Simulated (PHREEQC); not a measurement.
Consider water at 55 °C with 0.047 mol/kgw H2SO4, 0.0076 mol/kgw MnCl2 and 0.006 mol/kgw KBr. Closed to the air; pH follows from the charge balance.

Equilibrium calculation in PHREEQC: ion-association model, phreeqc.dat.

The pH is 1.33. The ionic strength comes out as 0.0880 mol/kgw. The specific conductance comes out as 37500 µS/cm, the density is 0.990 g/cm³ and the total alkalinity comes out as -94.0 meq/kg.

```csv
species,molality,activity,log γ
H+,0.0573,0.0471,-0.085
HSO4-,0.0367,0.0285,-0.109
Cl-,0.0151,0.0115,-0.116
SO4-2,0.00817,0.00302,-0.432
Br-,0.00600,0.00451,-0.124
K+,0.00581,0.00443,-0.118
Mn+2,0.00553,0.00219,-0.402
```

Precipitation was switched off in this run. At this temperature some constants are extrapolated from 25 °C, and those without enthalpy data are left unchanged.
